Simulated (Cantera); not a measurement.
Charge: 1 mol Ti(OiPr)₄, 25 mol NH₃, 51 mol H₂, equilibrated at 2248 K and 0.000670 bar.

Cantera equilibrium calculation (NASA polynomials, part measured and part estimated; ideal gas, pure solids and liquids). Candidate condensed phases: C, C₆H₆, C₇H₈, C₈H₁₈, H₂O, Ti, TiC, TiN, TiO, TiO₂, Ti₂O₃, Ti₃O₅, Ti₄O₇; 139 gas species. The feed counts by its element totals alone. TiC: taken at fixed stoichiometry. The numbers say what is thermodynamically allowed, not how fast it happens.

Base state: H₂ 0.643, H 0.228, N₂ 0.0885, CO 0.0298, HCN 0.00837, C₂H₂ (acetylene) 0.00213, HNC 0.000709, CN 0.000115 (mole fractions); condensed: C(graphite) + TiC(s).

### Question
What changes in the equilibrium state with this change: temperature from 2248 K to 1675 K?

### Answer
```tsv
species	before	after
H₂	0.643	0.857
N₂	0.0885	0.104
CO	0.0298	0.0335
H	0.228	0.00415
Ti	8.08e-5	<1e-9
C₂H	2.97e-5	1.19e-9
CN	0.000115	4.40e-8
C₂H₂ (acetylene)	0.00213	4.98e-5
HNC	0.000709	2.67e-5
C(graphite), mol	5.19	6.87
TiC(s), mol	0.989	1.00
```

### Question
What changes in the equilibrium state with this change: temperature from 2248 K to 1575 K?

### Answer
```
species             before     after
----------------  --------  --------
H₂                   0.643     0.860
N₂                  0.0885     0.105
CO                  0.0298    0.0336
H                    0.228   0.00149
Ti                 8.08e-5     <1e-9
C₂H                2.97e-5     <1e-9
CN                0.000115   6.03e-9
C₂H₂ (acetylene)   0.00213   1.81e-5
HNC               0.000709   1.12e-5
HCN                0.00837  0.000525
C(graphite), mol      5.19      6.93
TiC(s), mol          0.989      1.00
```
